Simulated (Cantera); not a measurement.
A Cantera script and its output.

```python
import numpy as np
import cantera as ct

gas = ct.Solution("gri30.yaml", transport_model="multicomponent")
show = ['OH', 'C2H2', 'CH3']

rows = []
print(f"{'T/K':>7s}{'rho':>11s}{'cp':>10s}{'mu':>11s}{'lambda':>11s}{'Pr':>7s}" + "".join(f"{'D_' + s:>11s}" for s in show))
for T in [400, 500, 600, 700, 800, 900]:
    gas.TPX = T, 2000, {'CH4': 0.64, 'CO2': 0.078, 'H2': 0.35, 'C2H6': 0.42}
    Pr = gas.cp_mass * gas.viscosity / gas.thermal_conductivity
    D = [gas.mix_diff_coeffs_mole[gas.species_index(s)] for s in show]
    rows.append([gas.density, gas.cp_mass, gas.viscosity, gas.thermal_conductivity, Pr, *D])
    print(f"{T:7g}{gas.density:11.4e}{gas.cp_mass:10.1f}{gas.viscosity:11.4e}"
          f"{gas.thermal_conductivity:11.4e}{Pr:7.3f}" + "".join(f"{d:11.4e}" for d in D))
print("SI units: kg/m3, J/kg/K, Pa s, W/m/K, m2/s")
```

It prints:

```
    T/K        rho        cp         mu     lambda     Pr       D_OH     D_C2H2      D_CH3
    400 1.0926e-02    2469.7 1.4254e-05 6.2722e-02  0.561 2.8170e-03 1.5235e-03 2.0040e-03
    500 8.7408e-03    2816.4 1.7079e-05 8.1811e-02  0.588 4.1516e-03 2.2839e-03 2.9812e-03
    600 7.2840e-03    3152.1 1.9657e-05 1.0195e-01  0.608 5.6756e-03 3.1585e-03 4.1009e-03
    700 6.2435e-03    3456.7 2.2045e-05 1.2262e-01  0.621 7.3763e-03 4.1386e-03 5.3529e-03
    800 5.4630e-03    3724.2 2.4282e-05 1.4345e-01  0.630 9.2436e-03 5.2174e-03 6.7291e-03
    900 4.8560e-03    3963.0 2.6397e-05 1.6431e-01  0.637 1.1269e-02 6.3896e-03 8.2231e-03
SI units: kg/m3, J/kg/K, Pa s, W/m/K, m2/s
```

Cantera simulation using GRI-Mech 3.0 (53 species, 325 reactions); the numbers are that mechanism's predictions, not measurements.
